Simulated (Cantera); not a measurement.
Charge: 1 mol SiHCl3, 30 mol NH3, 0.14 mol H2, equilibrated at 330 Torr.

These are equilibrium values from Cantera (NASA tables, ideal gas, pure condensed phases), not measurements of a reactor. Candidate condensed phases: NH4Cl, Si, Si3N4; 28 gas species. The tables' values for SiCl, SiCl3, SiN are old estimates; treat these amounts as uncertain. Gases not in the tables: Si2H6 and higher silanes. Kinetics and transport are ignored.

x: gas mole fraction; n: condensed amount in mol.

```json
[
 {"T (K)": "1125", "x H2": "0.718", "x N2": "0.233", "x HCl": "0.0488", "x SiCl2": "5.71e-8", "x H": "…", "x Si": "<1e-12", "n Si3N4(s)": "0.333", "n Si(l)": "0"},
 {"T (K)": "1200", "x H2": "0.718", "x N2": "0.233", "x HCl": "0.0488", "x SiCl2": "3.33e-7", "x H": "…", "x Si": "<1e-12", "n Si3N4(s)": "0.333", "n Si(l)": "0"},
 {"T (K)": "1275", "x H2": "0.718", "x N2": "0.233", "x HCl": "0.0488", "x SiCl2": "1.57e-6", "x H": "…", "x Si": "<1e-12", "n Si3N4(s)": "0.333", "n Si(l)": "0"},
 {"T (K)": "1350", "x H2": "0.718", "x N2": "0.233", "x HCl": "0.0488", "x SiCl2": "6.22e-6", "x H": "…", "x Si": "<1e-12", "n Si3N4(s)": "0.333", "n Si(l)": "0"},
 {"T (K)": "1425", "x H2": "0.718", "x N2": "0.233", "x HCl": "0.0487", "x SiCl2": "2.11e-5", "x H": "…", "x Si": "7.75e-12", "n Si3N4(s)": "0.333", "n Si(l)": "0"},
 {"T (K)": "1500", "x H2": "0.718", "x N2": "0.233", "x HCl": "0.0486", "x SiCl2": "6.32e-5", "x H": "…", "x Si": "1.43e-10", "n Si3N4(s)": "0.332", "n Si(l)": "0"},
 {"T (K)": "1575", "x H2": "0.718", "x N2": "0.233", "x HCl": "0.0484", "x SiCl2": "0.000169", "x H": "…", "x Si": "1.99e-9", "n Si3N4(s)": "0.330", "n Si(l)": "0"},
 {"T (K)": "1650", "x H2": "0.718", "x N2": "0.233", "x HCl": "0.0479", "x SiCl2": "0.000404", "x H": "…", "x Si": "2.17e-8", "n Si3N4(s)": "0.325", "n Si(l)": "0"},
 {"T (K)": "1725", "x H2": "0.718", "x N2": "0.234", "x HCl": "0.0469", "x SiCl2": "0.000875", "x H": "…", "x Si": "1.91e-7", "n Si3N4(s)": "0.315", "n Si(l)": "0"},
 {"T (K)": "1800", "x H2": "0.719", "x N2": "0.234", "x HCl": "0.0452", "x SiCl2": "0.00171", "x H": "…", "x Si": "1.40e-6", "n Si3N4(s)": "0.297", "n Si(l)": "0"},
 {"T (K)": "1875", "x H2": "0.719", "x N2": "0.235", "x HCl": "0.0425", "x SiCl2": "0.00298", "x H": "…", "x Si": "8.72e-6", "n Si3N4(s)": "0.270", "n Si(l)": "0"},
 {"T (K)": "1950", "x H2": "0.719", "x N2": "0.235", "x HCl": "0.0390", "x SiCl2": "0.00467", "x H": "…", "x Si": "4.70e-5", "n Si3N4(s)": "0.232", "n Si(l)": "0"},
 {"T (K)": "2025", "x H2": "0.713", "x N2": "0.241", "x HCl": "0.0383", "x SiCl2": "0.00479", "x H": "…", "x Si": "0.000132", "n Si3N4(s)": "0", "n Si(l)": "0.674"},
 {"T (K)": "2100", "x H2": "0.711", "x N2": "0.241", "x HCl": "0.0387", "x SiCl2": "0.00451", "x H": "…", "x Si": "0.000303", "n Si3N4(s)": "0", "n Si(l)": "0.669"}
]
```

### Question
Some entries are withheld; supply them.

### Answer

- 1125, x H: 5.68e-8
- 1200, x H: 2.52e-7
- 1275, x H: 9.42e-7
- 1350, x H: 3.04e-6
- 1425, x H: 8.71e-6
- 1500, x H: 2.25e-5
- 1575, x H: 5.31e-5
- 1650, x H: 0.000116
- 1725, x H: 0.000237
- 1800, x H: 0.000458
- 1875, x H: 0.000838
- 1950, x H: 0.00147
- 2025, x H: 0.00245
- 2100, x H: 0.00396
